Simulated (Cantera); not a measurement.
Adiabatic ignition

An adiabatic, constant-volume homogeneous reactor starts with CH4 : O2 : N2 = 0.43 : 0.87 : 6.96 (molar parts), equivalence ratio 0.99, at 1075 K and 3.20 bar.

Computed with Cantera and GRI-Mech 3.0 (53 species, 325 reactions).

```tsv
t (s)	T (K)	P (bar)	x CH4	x O2	x C2H6	x NO2	x NO	x H2O2	x C2H2
5.00e-6	1075	3.20	0.0521	0.105	<1e-12	<1e-12	<1e-12	<1e-12	<1e-12
1.83e-5	1075	3.20	0.0521	0.105	<1e-12	<1e-12	<1e-12	2.84e-12	<1e-12
6.71e-5	1075	3.20	0.0521	0.105	<1e-12	<1e-12	<1e-12	3.69e-11	<1e-12
0.000246	1075	3.20	0.0521	0.105	6.04e-12	<1e-12	<1e-12	4.47e-10	<1e-12
0.000902	1075	3.20	0.0521	0.105	3.95e-10	<1e-12	<1e-12	4.23e-9	<1e-12
0.00330	1075	3.20	0.0521	0.105	4.71e-8	<1e-12	<1e-12	1.97e-8	<1e-12
0.0121	1075	3.20	0.0520	0.105	1.50e-6	<1e-12	<1e-12	3.13e-8	<1e-12
0.0444	1075	3.20	0.0520	0.105	1.21e-5	<1e-12	<1e-12	8.66e-8	1.65e-11
0.163	1092	3.25	0.0501	0.104	0.000314	<1e-12	<1e-12	3.40e-6	3.49e-8
0.596	2389	7.15	<1e-12	0.00342	<1e-12	8.48e-7	0.00248	8.62e-8	<1e-12
2.18	2389	7.15	<1e-12	0.00342	<1e-12	8.48e-7	0.00248	8.62e-8	<1e-12
8.00	2389	7.15	<1e-12	0.00342	<1e-12	8.48e-7	0.00248	8.62e-8	<1e-12
```
x: mole fraction; the columns are a selection and need not sum to one.

```yaml
time_of_steepest_temperature_rise: 0.182 s
temperature at 8.00 s: 2389 K
equilibrium_temperature: 2389 K
x(CH4) at 8.00 s: <1e-12 (gas-phase equilibrium <1e-12)
x(O2) at 8.00 s: 0.00342 (gas-phase equilibrium 0.00342)
x(C2H6) at 8.00 s: <1e-12 (gas-phase equilibrium <1e-12)
```
